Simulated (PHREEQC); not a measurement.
Solution (25 °C): 0.038 mol/kgw KH2PO4, 0.028 mol/kgw NaF and 0.022 mol/kgw NaCl. Closed to the air; pH follows from the charge balance.

Model: ion-association model, phreeqc.dat, run in PHREEQC.

Each row changes one thing in this solution. No solid was allowed to form.

```csv
case,pH,ionic strength (mol/kgw),NaF (mol/kgw),HPO4-2 (mol/kgw),HF (mol/kgw),H3PO4 (mol/kgw),SI of Sylvite (KCl),SI of Halite (NaCl)
as made,4.95,0.0879,0.000463,0.000418,0.000347,4.87e-5,-4.20,-4.74
diluted 10-fold with water,5.12,0.00884,6.52e-6,4.06e-5,2.86e-5,3.84e-6,-6.06,-6.61
NaCl from 0.022 to 0.033 mol/kgw,4.94,0.0988,0.000550,0.000420,0.000350,4.94e-5,-4.03,-4.49
NaF from 0.028 to 0.14 mol/kgw,5.26,0.195,0.00603,0.00103,0.000744,2.14e-5,-4.27,-4.30
NaF replaced by NH4F at the same molality,4.95,0.0882,0.000206,0.000424,0.000346,4.81e-5,-4.20,-5.10
diluted 5-fold with water,5.07,0.0177,2.42e-5,7.96e-5,6.19e-5,8.36e-6,-5.49,-6.04
diluted 2-fold with water,5.00,0.0441,0.000132,0.000202,0.000167,2.29e-5,-4.75,-5.30
```

Complexes and solids missing from the database can't appear.
